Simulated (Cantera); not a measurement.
**Low-pressure radical oxidation in H2/O2**

An isothermal, constant-pressure homogeneous reactor starts with H₂ : O₂ = 0.13 : 1 (molar parts), equivalence ratio 0.065, at 1200 K and 1330 Pa.

Detailed kinetics in Cantera: the H2/O2 subset of GRI-Mech 3.0, which has no nitrogen chemistry. Radical loss at walls, strong at low pressure, is not modelled. The temperature is held fixed by assumption; the heat of reaction is taken as removed at once.

```
t (s)         x H₂   x O₂     x H₂O    x H₂O₂       x H      x OH       x O
--------  --------  -----  --------  --------  --------  --------  --------
1.00e-5      0.115  0.885  1.05e-11    <1e-12  8.54e-10  8.58e-11  9.07e-11
2.55e-5      0.115  0.885  1.49e-10    <1e-12   2.01e-9  4.61e-10  5.27e-10
6.52e-5      0.115  0.885   1.90e-9  1.85e-12   5.07e-9   2.20e-9   2.91e-9
0.000166     0.115  0.885   2.50e-8  1.20e-11   2.11e-8   1.27e-8   1.94e-8
0.000425     0.115  0.885   8.35e-7  7.92e-11   4.26e-7   2.80e-7   4.47e-7
0.00108      0.113  0.884   0.00144   3.86e-9  0.000702  0.000456  0.000736
0.00277    0.00379  0.811    0.0938   1.84e-7    0.0291   0.00678    0.0550
0.00707    0.00294  0.825     0.101   1.89e-7    0.0206   0.00605    0.0444
0.0181     0.00178  0.848     0.111   2.11e-7   0.00895   0.00475    0.0253
0.0461    0.000580  0.869     0.119   1.98e-7   0.00157   0.00272   0.00793
0.118     0.000107  0.876     0.121   1.24e-7  0.000122   0.00117   0.00145
0.300      1.76e-5  0.877     0.122   5.55e-8   8.29e-6  0.000478  0.000241
0.767      3.49e-6  0.878     0.122   2.22e-8   7.42e-7  0.000214   4.82e-5
1.96       8.56e-7  0.878     0.122   8.66e-9   9.17e-8  0.000107   1.20e-5
5.00       2.48e-7  0.878     0.122   3.38e-9   1.45e-8   5.77e-5   3.50e-6
```
x: mole fraction; the columns are a selection and need not sum to one.

Equilibrium at this temperature and pressure: H₂ 1.44e-8, O₂ 0.878, H₂O 0.122, H₂O₂ 3.16e-10, H 2.07e-10, OH 1.40e-5, O 2.05e-7 (gas phase only).
